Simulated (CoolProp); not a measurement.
Properties of ethane along the isotherm 256.3 K.

Computed with CoolProp (reference Helmholtz-energy equation of state, Bücker 2006).

```tsv
p (kPa)	phase	cv (kJ/(kg K))	conductivity (mW/(m K))
2710	liquid	1.550	106
5410	liquid	1.548	110
8120	liquid	1.547	114
10800	liquid	1.548	117
13500	liquid	1.550	120
16200	liquid	1.552	123
18900	liquid	1.554	126
21700	liquid	1.557	129
24400	liquid	1.560	132
```

Thermal conductivity comes from a separate model (Friend 1991).
